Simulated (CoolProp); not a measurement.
Vapour-liquid equilibrium of toluene (1) + n-dodecane (2) at 4.93 bar; x and y are mole fractions of (1).

The numbers come from the multi-fluid Helmholtz-energy mixture model, Lemmon 2006 and Lemmon 2004; pair parameters Bell 2016 in CoolProp.

Question: Give the bubble temperature and the first vapour's composition at x = 0.15, 0.25, 0.65. Is there an azeotrope?

Answer: x = 0.15: 543.1 K, y = 0.414; x = 0.25: 525.7 K, y = 0.618; x = 0.65: 474.8 K, y = 0.940. No azeotrope shows between x = 0.05 and 0.95.

The pair parameters rest on a limited set of measurements; away from them the model extrapolates.
